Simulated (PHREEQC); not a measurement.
2.5 g of hydrous ferric oxide (600 m²/g; 0.2 weak and 0.005 strong sites per Fe, Dzombak-Morel constants, diffuse double layer) in 1 kg of water with 0.3 mol/kgw of an inert sodium salt and 0.0033 mol/kgw PbCl2, at 25 °C; the pH is set by adding NaOH or the inert anion's acid. Oxygen is held at 0.21 atm. The system is closed to CO2. No solid was allowed to form.

The series has 13 steps of pH, from 4 to 12.

Computed with PHREEQC (ion-association model, wateq4f.dat).

Near which pH is half of the Pb sorbed, and on which side is more sorbed?

Near pH 5.0, with more sorbed at higher pH.

At which pH does the surface charge pass through zero?

Near pH 11.1.

Along this series the solution becomes supersaturated in solids that the run did not let form, among them Litharge.
